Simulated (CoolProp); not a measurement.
Chlorine at 298.15 K and 0.46 MPa is compressed adiabatically to 1.36 MPa with isentropic efficiency 0.7. Each further row changes one setting.

Computed with CoolProp (reference Helmholtz-energy equation of state, Thol 2021).

| case | work (kJ/kg) | final temperature (K) | final density (kg/m³) |
|---|---|---|---|
| as stated | 57.9 | 420.7 | 29.2 |
| efficiency 1 | 40.6 | 389.8 | 32.2 |
| efficiency 0.65 | 62.4 | 428.8 | 28.6 |
